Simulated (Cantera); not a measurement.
Feed: 1 mol PbO, 5 mol CO, held at 1900 K and 75.0 Torr.

Method: chemical equilibrium by Gibbs-energy minimisation in Cantera with the NASA 1993 tables (ideal gas, pure condensed phases). Candidate condensed phases: C, Pb, PbO, PbO2, Pb3O4; 15 gas species. Rates play no part.

Base state: CO 0.667, CO2 0.166, Pb 0.166, PbO 0.000536, Pb2 1.64e-5 (mole fractions); condensed: gas only.

What changes in the equilibrium state with this change: temperature from 1900 K to 873.15 K?


| species | before | after |
|---|---|---|
| CO | 0.667 | 0.597 |
| CO2 | 0.166 | 0.403 |
| Pb | 0.166 | 6.39e-6 |
| PbO | 0.000536 | <1e-9 |
| Pb2 | 1.64e-5 | <1e-9 |
| C(graphite), mol | 0 | 0.723 |
| Pb(l), mol | 0 | 1.000 |
